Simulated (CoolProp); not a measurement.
Vapour-liquid equilibrium of isohexane (1) + n-hexane (2) at 236.3 K; x and y are mole fractions of (1).

Model: multi-fluid Helmholtz-energy mixture model, Lemmon 2006 and Thol 2019; pair parameters Bell 2016, in CoolProp.

| x | bubble pressure, mixture model (MPa) | bubble pressure, Raoult's law (MPa) | y, mixture model | y, Raoult's law |
|---|---|---|---|---|
| 0.05 | 0.0005992 | 0.0005971 | 0.084 | 0.081 |
| 0.2 | … | 0.0006550 | 0.301 | 0.294 |
| 0.35 | 0.0007237 | 0.0007128 | … | 0.473 |
| 0.5 | 0.0007826 | 0.0007706 | 0.627 | 0.625 |
| 0.65 | 0.0008392 | 0.0008284 | … | 0.756 |
| 0.8 | 0.0008936 | 0.0008862 | … | 0.870 |
| 0.95 | 0.0009461 | 0.0009440 | 0.967 | 0.969 |

Task: Complete the blanks.

Result: 
- 0.2, bubble pressure, mixture model (MPa): 0.0006624
- 0.35, y, mixture model: 0.479
- 0.65, y, mixture model: 0.753
- 0.8, y, mixture model: 0.865

The largest gap from Raoult's law is +1.6 % in bubble pressure, at x = 0.5. No azeotrope shows between x = 0.05 and 0.95.

Pair parameters are fitted to limited data, so mixtures are less certain than the pure fluids.
